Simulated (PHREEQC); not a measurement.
Dissolve 0.3 mol H2SO4, 0.00039 mol FeSO4 and 0.18 mol MnSO4 per kg of water at 25 °C. Closed to the air; pH follows from the charge balance.

All values are PHREEQC results (ion-association model, wateq4f.dat), not measurements.

```
Property                  Result
-----------------  -------------
pH                          0.73
ionic strength     0.692 mol/kgw
activity of water          0.986
total alkalinity     -600 meq/kg
```

```
species  molality  activity   log γ
-------  --------  --------  ------
HSO4-       0.355     0.229  -0.190
H+          0.245     0.185  -0.123
Mn+2        0.125    0.0285  -0.643
SO4-2      0.0707    0.0127  -0.745
MnSO4      0.0549    0.0644   0.069
Fe+2     0.000171   3.90e-5  -0.643
FeHSO4+  0.000143  0.000107  -0.126
FeSO4     7.53e-5   8.83e-5   0.069
```

This is a speciation only: nothing precipitates in the calculation.
